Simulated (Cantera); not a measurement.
# Ignition delay

Mixture: CO : H2 : CH4 : O2 : N2 = 1 : 1.5 : 0.7 : 5.2 : 19.5 (molar parts), equivalence ratio 0.51, at 9.50 bar, adiabatic and at constant volume. Ignition delay is the time to a rise of 400 K.

Detailed kinetics in Cantera: GRI-Mech 3.0 (53 species, 325 reactions). Below about 1000 K GRI-Mech 3.0 lacks low-temperature oxidation paths. Below about 950 K walls govern HO2 and H2O2 in real vessels.

| T0 (K) | delay (ms) |
|---|---|
| 900 | 146 |
| 1000 | 10.1 |
| 1100 | 0.887 |
| 1200 | 0.112 |
| 1300 | 0.0295 |
| 1400 | 0.0122 |
| 1500 | 0.00643 |
| 1600 | 0.00395 |

The apparent activation energy between 1400 and 1600 K is 100 kJ/mol.
